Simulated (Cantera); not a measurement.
An isothermal, constant-pressure homogeneous reactor starts with H₂ : O₂ = 0.029 : 1 (molar parts), equivalence ratio 0.015, at 1398 K and 0.0140 bar.

Model: GRI-Mech 3.0 (53 species, 325 reactions), integrated in Cantera. Radical loss at walls, strong at low pressure, is not modelled.

x: mole fraction; the columns are a selection and need not sum to one.

| t (s) | x H₂ | x O₂ | x H₂O | x O | x H₂O₂ | x H | x OH |
|---|---|---|---|---|---|---|---|
| 1.00e-6 | 0.0282 | 0.972 | <1e-12 | 1.68e-11 | <1e-12 | 6.37e-10 | 1.68e-11 |
| 6.77e-6 | 0.0282 | 0.972 | 1.93e-11 | 6.95e-10 | <1e-12 | [?] | 6.89e-10 |
| 4.59e-5 | 0.0282 | 0.972 | 3.89e-9 | 1.94e-8 | 7.32e-12 | [?] | 1.84e-8 |
| 0.000311 | 0.0282 | 0.972 | 6.66e-7 | 6.93e-7 | 3.10e-10 | [?] | 5.84e-7 |
| 0.00210 | 0.00158 | 0.948 | 0.0227 | 0.0198 | 5.41e-8 | [?] | 0.00510 |
| 0.0143 | 0.000268 | 0.948 | 0.0254 | 0.0208 | 3.04e-8 | [?] | 0.00338 |
| 0.0965 | 0.000161 | 0.958 | 0.0265 | 0.0121 | 2.64e-8 | [?] | 0.00263 |
| 0.654 | 2.27e-5 | 0.969 | 0.0280 | 0.00163 | 1.16e-8 | [?] | 0.000995 |
| 4.43 | 1.05e-6 | 0.971 | 0.0285 | 7.48e-5 | 1.76e-9 | [?] | 0.000215 |
| 30.0 | 1.19e-7 | 0.971 | 0.0285 | 8.49e-6 | 3.87e-10 | [?] | 7.24e-5 |

Question: Fill in the missing entries.

Answer: 
- 6.77e-6, x H: 3.75e-9
- 4.59e-5, x H: 1.45e-8
- 0.000311, x H: 1.75e-7
- 0.00210, x H: 0.00271
- 0.0143, x H: 0.00180
- 0.0965, x H: 0.000804
- 0.654, x H: 4.06e-5
- 4.43, x H: 4.00e-7
- 30.0, x H: 1.53e-8
